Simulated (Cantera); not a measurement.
Mixture: CH4 : C2H6 : C3H8 : O2 : N2 = 1 : 0.056 : 0.038 : 3.51 : 10.2 (molar parts), at 10.9 atm, adiabatic and at constant volume. Ignition delay is the time to a rise of 400 K.

Computed with Cantera and GRI-Mech 3.0 (53 species, 325 reactions).

Task: At T0 = 1500 K, what is the delay, and which 6 reactions control it most (d ln τ / d ln k, from doubling and halving each rate constant)?

Result: The delay is 36.6 µs.
```csv
reaction,d ln τ / d ln k,faster rate
CH3 + HO2 <=> CH3O + OH,-0.47,shortens it
H + O2 <=> O + OH,-0.40,shortens it
2 CH3 (+M) <=> C2H6 (+M),0.29,lengthens it
C2H5 + CH3 (+M) <=> C3H8 (+M),-0.23,shortens it
CH4 + H <=> CH3 + H2,0.23,lengthens it
CH4 + OH <=> CH3 + H2O,0.21,lengthens it
```
